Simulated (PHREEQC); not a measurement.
Solution (25 °C): 0.0063 mol/kgw CdSO4, 0.0099 mol/kgw H3BO3 and 0.00039 mol/kgw HCl. Closed to the air; pH follows from the charge balance.

All values are PHREEQC results (ion-association model, phreeqc.dat), not measurements.

Question: The ionic strength comes out as 0.0176 mol/kgw. What activity coefficients do HSO4-, Cd(SO4)2-2, CdCl+, Cd+2, H+ get?

Answer: HSO4- 0.88, Cd(SO4)2-2 0.59, CdCl+ 0.88, Cd+2 0.59, H+ 0.89.

Precipitation was switched off in this run. Complexes and solids missing from the database can't appear.
